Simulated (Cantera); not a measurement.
Input (Python, Cantera) and output of one run.

```python
import numpy as np
import cantera as ct

gas_names = """
    C CN CO CO2 C2 CCN CNC C2N2 C2O C3 C3O2 C4 C4N2 C5 N NCO NO NO2 NO3 N2 N2O O O2 O3 Ti TiO TiO2
""".split()
cond_names = """
    C(gr) Ti(a) Ti(b) Ti(L) TiC(s) TiC(L) TiN(s) TiN(L) TiO(a) TiO(b) TiO(L) TiO2(ru) TiO2(L) Ti2O3(a)
    Ti2O3(b) Ti2O3(L) Ti3O5(a) Ti3O5(b) Ti3O5(L) Ti4O7(s) Ti4O7(L)
""".split()


# ... load() reads the species with a 1 bar reference pressure and builds the phases ...
atoms = {
    'TiO2': {'Ti': 1, 'O': 2},
    'CO': {'C': 1, 'O': 1},
    'N2': {'N': 2},
}
top_T = {'C(gr)': 4500}  # K; cautious upper limits of use, not melting points


# ... equilibrate(T, P, feed) seeds the gas with the atoms and calls Mixture.equilibrate('TP', solver="vcs", rtol=1e-11, max_steps=5000) ...
results = []
feed = {'TiO2': 1, 'CO': 0.95, 'N2': 0.33}  # mol
T = 1375  # K
for P in [10, 68, 460, 3200, 22000, 150000, 1000000]:
    mix = equilibrate(T, P, feed)
    results.append((T, P, feed, dict(zip(mix.species_names, mix.species_moles))))

top = {s: max(r[3][s] / sum(r[3][g] for g in gas_names) for r in results) for s in gas_names}
cols = sorted((s for s in top if top[s] > 0.001), key=lambda s: -top[s])[:6]
seen = [c for c in cond_names if any(r[3].get(c, 0) > 1e-12 for r in results)]
print("log10 of partial pressures in bar; condensed amounts in mol")
print(f"{'P/Pa':>10s}" + "".join(f"{s[:9]:>10s}" for s in cols + seen))
for T, P, feed, n in results:
    ng = sum(n[g] for g in gas_names)
    print(f"{P:10.4g}" + "".join(f"{np.log10(max(n[s] / ng * P / 1e5, 1e-99)):10.3f}" for s in cols)
          + "".join(f"{n.get(c, 0):10.4g}" for c in seen))
```

It prints:

```
log10 of partial pressures in bar; condensed amounts in mol
      P/Pa        CO        N2       CO2     C(gr)  TiO2(ru)  Ti4O7(s)
        10    -4.131    -4.589    -6.673         0    0.9891  0.002715
        68    -3.298    -3.756    -5.841         0    0.9891  0.002715
       460    -2.468    -2.926    -5.011         0    0.9891  0.002715
      3200    -1.626    -2.084    -4.168         0    0.9891  0.002715
   2.2e+04    -0.788    -1.246    -3.331         0    0.9891  0.002715
   1.5e+05     0.045    -0.413    -2.497         0    0.9891  0.002715
     1e+06     0.862     0.416    -0.929    0.0149         1         0
```

Method: chemical equilibrium by Gibbs-energy minimisation in Cantera with the NASA 1993 tables (ideal gas, pure condensed phases). Mutual solubility and eutectic melting of coexisting phases are not modelled. Condensed phases not in the tables: Magnéli phases beyond Ti4O7.
